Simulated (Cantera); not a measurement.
Input: 1 mol CuO, 8.8 mol H2, 0.64 mol N2, at 1550 K and 5700 Pa.

Equilibrium computed with Cantera from the NASA thermochemical tables; the gas is ideal and each condensed phase is pure. Candidate condensed phases: Cu, CuO, Cu(OH)2, Cu2O, H2O; 27 gas species. Kinetics and transport are ignored.

Base state: H2 0.826, H2O 0.106, N2 0.0678, Cu 0.000326, H 0.000120 (mole fractions); condensed: Cu(l).

Q: What changes in the equilibrium state with this change: CuO replaced by NiS?

A: 
| species | before | after |
|---|---|---|
| H2 | 0.826 | 0.899 |
| N2 | 0.0678 | 0.0676 |
| H2S | 0 | 0.0297 |
| H2O | 0.106 | 0 |
| Cu | 0.000326 | 0 |
| S2 | 0 | 0.00231 |
| SH | 0 | 0.000895 |
| S | 0 | 1.44e-5 |
| H | 0.000120 | 0.000125 |
| Cu(l), mol | 0.997 | 0 |
| Ni3S2(l), mol | 0 | 0.333 |
Further candidate phases: Ni, NiS, NiS2, Ni3S2, Ni3S4, S.
